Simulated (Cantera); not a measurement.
**Equilibrium for silicon etching in halogen gases: Si + NF₃ + H₂**

Feed: 1 mol Si, 1.5 mol NF₃, 14 mol H₂, at 752 °C and 0.113 Torr.

Cantera equilibrium calculation (NASA polynomials, part measured and part estimated; ideal gas, pure solids and liquids). Candidate condensed phases: Si, Si₃N₄; 37 gas species. The numbers say what is thermodynamically allowed, not how fast it happens.

- x(H₂) = 0.859
- x(SiF₄) = 0.0625
- x(N₂) = 0.0469
- x(HF) = 0.0313
- x(SiHF₃) = 5.53e-6
- x(SiF₃) = 4.28e-6
- gas amount = 16.00 mol
- log10 activity of Si(s) (absent) = -9.52
